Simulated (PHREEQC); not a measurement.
Buffer

Make-up at 20 °C: 0.15 mol KHCO3, 0.0012 mol NaF and 7.5e-05 mol NaCl per kg of water. Closed to the air; pH follows from the charge balance.

The numbers come from PHREEQC with the ion-association model, wateq4f.dat.

Each row changes one thing in this solution. No solid was allowed to form.

| case | pH | ionic strength (mol/kgw) | CO2 (mol/kgw) | CO3-2 (mol/kgw) | Na+ (mol/kgw) | NaHCO3 (mol/kgw) | SI of Nahcolite (NaHCO3) | SI of Natron (Na2CO3:10H2O) |
|---|---|---|---|---|---|---|---|---|
| as made | 8.14 | 0.153 | 0.00190 | 0.00189 | 0.00121 | 5.56e-5 | -3.39 | -7.78 |
| diluted 10-fold with water | 8.27 | 0.0153 | 0.000167 | 0.000165 | 0.000127 | 8.18e-7 | -5.24 | -10.38 |
| NaCl replaced by (CH3)4NCl at the same molality | 8.14 | 0.153 | 0.00190 | 0.00189 | 0.00114 | 5.23e-5 | -3.42 | -7.83 |
| temperature from 20 to 80 °C | 7.95 | 0.153 | [?] | 0.00237 | 0.00108 | 4.61e-5 | -3.95 | -9.86 |
| NaCl from 7.5e-05 to 8.25e-05 mol/kgw | 8.14 | 0.153 | 0.00190 | 0.00189 | 0.00121 | 5.59e-5 | -3.39 | -7.77 |
| NaF left out | 8.14 | 0.152 | 0.00190 | 0.00190 | [?] | 3.28e-6 | -4.62 | -10.24 |
| temperature from 20 to 25 °C | 8.10 | 0.153 | 0.00195 | 0.00193 | 0.00120 | 5.52e-5 | [?] | -7.98 |
| 0.075 mol/kgw RbOH added | 9.95 | 0.301 | 1.38e-5 | 0.0746 | 0.000968 | [?] | -3.82 | -6.52 |

Q: Some entries are withheld; supply them.

A: 
- temperature from 20 to 80 °C, CO2 (mol/kgw): 0.00255
- NaF left out, Na+ (mol/kgw): 7.11e-5
- temperature from 20 to 25 °C, SI of Nahcolite (NaHCO3): -3.44
- 0.075 mol/kgw RbOH added, NaHCO3 (mol/kgw): 2.00e-5

Complexes and solids missing from the database can't appear. (CH3)4N+ isn't in the database: it is added as a free cation with an ion size of 4 Å. At this temperature some constants are extrapolated from 25 °C, and those without enthalpy data are left unchanged.
